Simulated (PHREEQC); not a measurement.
Consider water at 25 °C with 0.0087 mol H2SO4, 3.8e-05 mol Cu(NO3)2 and 0.13 mol MgSO4 per kg of water. Closed to the air; pH follows from the charge balance.

All values are PHREEQC results (ion-association model, wateq4f.dat), not measurements.

### Question
The ionic strength comes out as 0.247 mol/kgw. What activity coefficients do H+, HSO4-, NO3-, Cu+2, SO4-2 get?

### Answer
H+ 0.79, HSO4- 0.71, NO3- 0.68, Cu+2 0.31, SO4-2 0.27.

Precipitation was switched off in this run. Complexes and solids missing from the database can't appear.
